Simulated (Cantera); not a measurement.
A closed system holds: 1 mol Si(CH3)4, 0.017 mol C2H4, 20 mol H2, 0.65 mol HCl, at 927 °C and 52.0 mbar.

Method: chemical equilibrium by Gibbs-energy minimisation in Cantera with the NASA 1993 tables (ideal gas, pure condensed phases). Candidate condensed phases: C, C6H6, C7H8, C8H18, Si, SiC; 109 gas species. Equilibrium is a limit: real reactors are often held back by kinetics, nucleation or transport.

Base state: H2 0.975, HCl 0.0244, CH4 0.000781 (mole fractions); condensed: C(graphite) + SiC(s).

What changes in the equilibrium state with this change: temperature from 927 °C to 1902 °C?


```csv
species,before,after
H2,0.975,0.952
HCl,0.0244,0.0234
H,8.54e-7,0.0209
C2H2 (acetylene),1.00e-7,0.00213
Si,<1e-9,0.000551
SiH,<1e-9,5.70e-5
SiC2,<1e-9,4.81e-5
SiCl,<1e-9,4.13e-5
Si2C,<1e-9,2.97e-5
"C(graphite), mol",3.01,2.94
"SiC(s), mol",1.000,0.976
```
The tables' values for SiCl are old estimates; treat these amounts as uncertain. Gases not in the tables: Si2H6 and higher silanes.
